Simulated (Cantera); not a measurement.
Input (Python, Cantera):

```python
import numpy as np
import cantera as ct

gas = ct.Solution("gri30.yaml")


def delay(T, t_max=10):
    gas.TPX = T, 500000, {'CH3OH': 1, 'O2': 1.9, 'N2': 12.7, 'H2O': 0.45}
    reactor = ct.IdealGasReactor(gas, clone=False)
    net = ct.ReactorNet([reactor])
    net.rtol, net.atol = 1e-8, 1e-16
    while net.time < t_max:
        t_old, T_old = net.time, reactor.T
        net.step()
        if reactor.T > T + 400:  # ignition: a rise of 400 K
            return t_old + (T + 400 - T_old) / (reactor.T - T_old) * (net.time - t_old)
    return np.nan


taus = []
for T in [1075, 1150, 1225, 1300, 1375, 1450, 1525, 1600]:
    taus.append(delay(T))
    print(f"T0 = {T:6g} K   tau = {taus[-1]:.4e} s")
```

Result:

```
T0 =   1075 K   tau = 2.9770e-02 s
T0 =   1150 K   tau = 6.7692e-03 s
T0 =   1225 K   tau = 1.8645e-03 s
T0 =   1300 K   tau = 6.0770e-04 s
T0 =   1375 K   tau = 2.3004e-04 s
T0 =   1450 K   tau = 9.9331e-05 s
T0 =   1525 K   tau = 4.7966e-05 s
T0 =   1600 K   tau = 2.5382e-05 s
```

Computed with Cantera and GRI-Mech 3.0 (53 species, 325 reactions). GRI-Mech 3.0 was tuned for natural gas; its chemistry of methanol as a main component is partial and can be far from experiment.
